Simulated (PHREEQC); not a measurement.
Solution A (0.015 mol HF, 0.26 mol NaF and 5.8e-06 mol H4SiO4 per kg of water) is mixed with solution B (0.097 mol KHCO3, 0.0066 mol NH3 and 0.00033 mol KCl per kg of water) at 25 °C; shares are by mass of water, 1 kg in all. O2 is buffered at 0.21 atm. No CO2 enters from the air. Solids allowed: SiO2(a), Halite, Nahcolite, Natron. Others were left out.

The numbers come from PHREEQC with the ion-association model, wateq4f.dat.

```
share of solution B    pH  SiF6-2 (mol/kgw)  HCO3- (mol/kgw)
-------------------  ----  ----------------  ---------------
0                    4.49           5.80e-6                0
0.05                 4.69                 ?         0.000146
0.1                  5.06           5.22e-6         0.000651
0.15                    ?           4.92e-6          0.00343
0.2                  6.12           4.40e-6          0.00853
0.25                 6.38           2.35e-6           0.0140
0.3                  6.57           4.72e-7                ?
0.35                 6.74           6.82e-8           0.0253
0.4                  6.90           9.73e-9           0.0310
0.45                 7.05           1.35e-9           0.0367
0.5                  7.20          1.69e-10           0.0424
0.55                 7.37                 ?           0.0481
0.6                  7.56          1.39e-12           0.0538
0.65                 7.78          7.77e-14           0.0592
0.7                  8.00                 0           0.0643
0.75                 8.20                 0           0.0691
0.8                  8.37                 0           0.0736
0.85                 8.50                 0           0.0780
0.9                  8.61                 0           0.0824
0.95                 8.70                 0                ?
1                    8.79                 0           0.0913
```

Question: Complete the blanks.

Answer: 
- 0.05, SiF6-2 (mol/kgw): 5.51e-6
- 0.15, pH: 5.70
- 0.3, HCO3- (mol/kgw): 0.0196
- 0.55, SiF6-2 (mol/kgw): 1.76e-11
- 0.95, HCO3- (mol/kgw): 0.0868

SiF6-2 is the database's only silicon fluoride.
